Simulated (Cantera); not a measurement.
**Adiabatic ignition**

An adiabatic, constant-pressure homogeneous reactor starts with CH₃OH : O₂ : N₂ : CO₂ = 1 : 0.938 : 3.52 : 0.25 (molar parts), equivalence ratio 1.6, at 1098 K and 2500000 Pa.

Detailed kinetics in Cantera: GRI-Mech 3.0 (53 species, 325 reactions). GRI-Mech 3.0 was tuned for natural gas; its chemistry of methanol as a main component is partial and can be far from experiment. The pressure lies above the range GRI-Mech 3.0 was tuned for (to about 10 atm).

| t (s) | T (K) | x CH₃OH | x O₂ | x CO₂ | x C₂H | x CH₂ |
|---|---|---|---|---|---|---|
| 2.00e-6 | 1098 | 0.175 | 0.164 | 0.0438 | <1e-12 | 1.21e-12 |
| 5.79e-6 | 1098 | 0.175 | 0.164 | 0.0438 | <1e-12 | 1.21e-12 |
| 1.68e-5 | 1098 | 0.175 | 0.164 | 0.0438 | <1e-12 | 1.21e-12 |
| 4.85e-5 | 1098 | 0.175 | 0.164 | 0.0438 | <1e-12 | 1.21e-12 |
| 0.000140 | 1098 | 0.175 | 0.164 | 0.0438 | <1e-12 | 1.21e-12 |
| 0.000406 | 1098 | 0.175 | 0.164 | 0.0438 | <1e-12 | 1.21e-12 |
| 0.00118 | 1098 | 0.175 | 0.164 | 0.0438 | <1e-12 | 1.21e-12 |
| 0.00340 | 1098 | 0.175 | 0.164 | 0.0438 | <1e-12 | 1.23e-12 |
| 0.00985 | 2438 | 3.96e-12 | 1.34e-5 | 0.0755 | <1e-12 | 1.68e-12 |
| 0.0285 | 2438 | 3.96e-12 | 1.34e-5 | 0.0755 | <1e-12 | 1.68e-12 |
| 0.0825 | 2438 | 3.96e-12 | 1.34e-5 | 0.0755 | <1e-12 | 1.68e-12 |
| 0.239 | 2438 | 3.96e-12 | 1.34e-5 | 0.0755 | <1e-12 | 1.68e-12 |
| 0.691 | 2438 | 3.96e-12 | 1.34e-5 | 0.0755 | <1e-12 | 1.68e-12 |
| 2.00 | 2438 | 3.96e-12 | 1.34e-5 | 0.0755 | <1e-12 | 1.68e-12 |
x: mole fraction; the columns are a selection and need not sum to one.

```yaml
time_of_steepest_temperature_rise: 4.79 ms
temperature at 2.00 s: 2438 K
equilibrium_temperature: 2438 K
x(CH₃OH) at 2.00 s: 3.96e-12 (gas-phase equilibrium 4.08e-12)
x(O₂) at 2.00 s: 1.34e-5 (gas-phase equilibrium 1.34e-5)
x(CO₂) at 2.00 s: 0.0755 (gas-phase equilibrium 0.0755)
```
